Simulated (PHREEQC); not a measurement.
Make-up at 25 °C: 0.04 mol/kgw H2SO4, 0.16 mol/kgw MnSO4 and 0.15 mol/kgw NiSO4. Closed to the air; pH follows from the charge balance.

The numbers come from PHREEQC with the ion-association model, wateq4f.dat.

| quantity | before | after |
|---|---|---|
| pH | 1.80 | 1.75 |
| ionic strength (mol/kgw) | 0.601 | 0.494 |
| SO4-2 (mol/kgw) | 0.130 | 0.105 |
| Mn+2 (mol/kgw) | 0.0837 | 0.0859 |
| NiSO4 (mol/kgw) | 0.0835 | 0.0390 |
| SI of Morenosite (NiSO4:7H2O) | -0.97 | -1.31 |
| SI of Ni(OH)2 (Ni(OH)2) | -8.92 | -9.30 |

Problem. What was changed between the two runs?
A) NiSO4 from 0.15 to 0.015 mol/kgw
B) NiSO4 from 0.15 to 0.075 mol/kgw
C) MnSO4 replaced by Mn(NO3)2 at the same molality
D) H2SO4 from 0.04 to 0.004 mol/kgw
E) diluted 100-fold with water

Solution. B, NiSO4 from 0.15 to 0.075 mol/kgw

This is a speciation only: nothing precipitates in the calculation.
